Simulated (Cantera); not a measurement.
Feed: 1 mol Si, 1 mol Br2, 0.19 mol N2, at 925 K and 1.60 mbar.

These are equilibrium values from Cantera (NASA tables, ideal gas, pure condensed phases), not measurements of a reactor. Candidate condensed phases: Br2, Si, Si3N4; 13 gas species. N2 is the only nitrogen source here; it is nearly inert below about 1500 K, so the nitride shown seldom forms there in practice. The tables' values for SiBr3 are old estimates; treat these amounts as uncertain. Rates play no part.

Base state: SiBr4 0.985, SiBr2 0.0101, SiBr3 0.00465 (mole fractions); condensed: Si(s) + Si3N4(s).

Problem. What changes in the equilibrium state with this change: 0.016 mol H2 added?

Solution. 
```
species         before    after
-------------  -------  -------
SiBr4            0.985    0.946
H2                   0   0.0216
HBr                  0   0.0156
SiBr2           0.0101  0.00988
SiHBr3               0  0.00271
SiBr3          0.00465  0.00451
Si(s), mol       0.212    0.214
Si3N4(s), mol   0.0950   0.0950
```

Problem. What changes in the equilibrium state with this change: temperature from 925 K to 800 K?

Solution. 
```csv
species,before,after
SiBr4,0.985,0.999
SiBr3,0.00465,0.000527
SiBr2,0.0101,0.000470
"Si(s), mol",0.212,0.215
"Si3N4(s), mol",0.0950,0.0950
```
